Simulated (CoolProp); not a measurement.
Vapour pressure (kPa) of R125: the reference equation beside estimates from Tc = 339.2 K, pc = 3618 kPa, ω = 0.305. Clausius-Clapeyron is anchored at 259.7 K with a constant enthalpy of vaporisation of 17.16 kJ/mol.

Model: reference Helmholtz-energy equation of state, Lemmon 2005, in CoolProp.

```csv
T (K),reference,Lee-Kesler,Clausius-Clapeyron,van der Waals,Redlich-Kwong,Soave-Redlich-Kwong,Peng-Robinson
259.7,427.9,429.8,427.9,(withheld),(withheld),430.4,425.7
264.5,505.2,507.4,494.4,1231,740.0,508.8,502.8
269.3,592.6,595.1,568.1,1339,843.1,597.5,590.0
274.1,(withheld),693.6,649.8,1453,955.8,697.4,688.3
278.9,800.9,(withheld),739.7,1573,1078,809.4,798.5
283.7,923.5,926.2,838.4,1699,1211,934.2,921.5
288.5,1060,(withheld),946.3,1831,1355,1073,1058
293.3,1210,1212,1064,1969,1510,1226,1210
298.2,1380,1381,1194,2117,1680,1399,1381
303,1563,1563,1333,2268,1858,1584,1565
307.8,1763,1763,1482,2425,2049,(withheld),1768
```

Q: Complete the blanks.

A: 
- 259.7, van der Waals: 1129
- 259.7, Redlich-Kwong: 645.9
- 274.1, reference: 690.9
- 278.9, Lee-Kesler: 803.7
- 288.5, Lee-Kesler: 1062
- 307.8, Soave-Redlich-Kwong: 1788

Absolute difference from the reference over all 11 rows, mean and median: Lee-Kesler 0.3 and 0.3 %, Clausius-Clapeyron 8.7 and 9.2 %, van der Waals 90.5 and 84.0 %, Redlich-Kwong 32.1 and 31.1 %, Soave-Redlich-Kwong 1.1 and 1.2 %, Peng-Robinson 0.3 and 0.3 %.
